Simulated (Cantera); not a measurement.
Charge: 1 mol Si, 1.8 mol H2O, 33 mol N2, equilibrated at 1.70 bar.

Method: chemical equilibrium by Gibbs-energy minimisation in Cantera with the NASA 1993 tables (ideal gas, pure condensed phases). Candidate condensed phases: H2O, Si, SiO2, Si2N2O, Si3N4; 35 gas species. N2 is the only nitrogen source here; it is nearly inert below about 1500 K, so the nitride shown seldom forms there in practice. Mutual solubility and eutectic melting of coexisting phases are not modelled. The tables hold silica as quartz up to 1696 K and as liquid above; real silica turns to tridymite and cristobalite and melts near 1996 K. Rates play no part. All values below are at 1075 °C.

Base state: N2 0.948, H2 0.0518, H2O 3.26e-5 (mole fractions); condensed: SiO2(β-quartz) + Si2N2O(s).

**Question.** What changes in the equilibrium state with this change: Si replaced by Cu?

**Answer.** 
```csv
species,before,after
N2,0.948,0.948
H2O,3.26e-5,0.0517
H2,0.0518,5.76e-6
"SiO2(β-quartz), mol",0.866,0
"Si2N2O(s), mol",0.0670,0
"Cu(s), mol",0,1.000
```
Further candidate phases: Cu, CuO, Cu(OH)2, Cu2O.
